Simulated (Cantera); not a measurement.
Carbothermic reduction: MgO + CH4 + H2

A closed system holds: 1 mol MgO, 2.6 mol CH4, 7.5 mol H2, held at 6.60 bar.

Cantera equilibrium calculation (NASA polynomials, part measured and part estimated; ideal gas, pure solids and liquids). Candidate condensed phases: C, C6H6, C7H8, C8H18, H2O, Mg, MgCO3, MgO, Mg(OH)2; 116 gas species. The tables' values for MgH are old estimates; treat these amounts as uncertain. The numbers say what is thermodynamically allowed, not how fast it happens.

| T (°C) | log p H2 | log p CO | log p Mg | log p CH4 | log p MgH | n C(graphite) | n MgO(s) |
|---|---|---|---|---|---|---|---|
| 1377 | 0.81 | -2.13 | -2.14 | -1.25 | -3.66 | 2.48 | 0.986 |
| 1402 | 0.81 | -1.99 | -2.00 | -1.29 | -3.50 | 2.48 | 0.980 |
| 1427 | 0.81 | -1.85 | -1.86 | -1.33 | -3.35 | 2.48 | 0.973 |
| 1452 | 0.81 | -1.71 | -1.72 | -1.37 | -3.21 | 2.48 | 0.962 |
| 1477 | 0.81 | -1.58 | -1.59 | -1.41 | -3.07 | 2.47 | 0.949 |
| 1502 | 0.81 | -1.45 | -1.46 | -1.45 | -2.93 | 2.46 | 0.931 |
| 1527 | 0.81 | -1.32 | -1.34 | -1.49 | -2.80 | 2.44 | 0.907 |
| 1552 | 0.81 | -1.20 | -1.21 | -1.53 | -2.67 | 2.41 | 0.877 |
| 1577 | 0.81 | -1.08 | -1.10 | -1.57 | -2.55 | 2.38 | 0.837 |
| 1602 | 0.80 | -0.97 | -0.98 | -1.61 | -2.42 | 2.33 | 0.786 |
| 1627 | 0.80 | -0.85 | -0.87 | -1.65 | -2.31 | 2.26 | 0.720 |
log p: log10 of the partial pressure in bar; n: condensed amount in mol.

From 1377 °C to 1627 °C the condensed part is C(graphite) + MgO(s). The main Mg-bearing gas is Mg throughout. The share of Mg in condensed phases is highest at 1377 °C (98.6 %) and lowest at 1627 °C (72.0 %).
